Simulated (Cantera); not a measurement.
Source: NASA polynomial tables (part measured, part estimated), evaluated in Cantera. Values are per mole of reaction as written; species without (g) are pure solids or liquids, kept so even where they would boil at 1 bar.

**Question.** Between 600 and 900 K, where is each reaction favourable under standard conditions?
- MgF2 = 2 F(g) + Mg

**Answer.** 
- MgF2 = 2 F(g) + Mg: ΔG° is 1107 kJ at 600 K and 1019 kJ at 900 K; it stays positive (K < 1). ΔH° is 1282 kJ and ΔS° 292 J/K at 900 K.
